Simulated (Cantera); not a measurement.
An adiabatic, constant-volume homogeneous reactor starts with 40.3 % H₂, 12.6 % O₂, 47.1 % N₂, equivalence ratio 1.6, at 1600 K and 555 Torr.

Cantera simulation using GRI-Mech 3.0 (53 species, 325 reactions); the numbers are that mechanism's predictions, not measurements.

Problem. Predict: time of steepest temperature rise; temperature at 0.400 s; equilibrium temperature; x(H₂) at 0.400 s; x(O₂) at 0.400 s; x(NO₂) at 0.400 s; x(OH) at 0.400 s; x(H) at 0.400 s; x(N₂O) at 0.400 s.

Solution. 
```
Property                                                            Result
---------------------------------  ---------------------------------------
time of steepest temperature rise                                  13.3 µs
temperature at 0.400 s                                              2980 K
equilibrium temperature                                             2980 K
x(H₂) at 0.400 s                       0.165 (gas-phase equilibrium 0.165)
x(O₂) at 0.400 s                   0.00280 (gas-phase equilibrium 0.00280)
x(NO₂) at 0.400 s                  3.31e-7 (gas-phase equilibrium 3.31e-7)
x(OH) at 0.400 s                     0.0249 (gas-phase equilibrium 0.0249)
x(H) at 0.400 s                      0.0540 (gas-phase equilibrium 0.0540)
x(N₂O) at 0.400 s                  2.23e-7 (gas-phase equilibrium 2.23e-7)
```
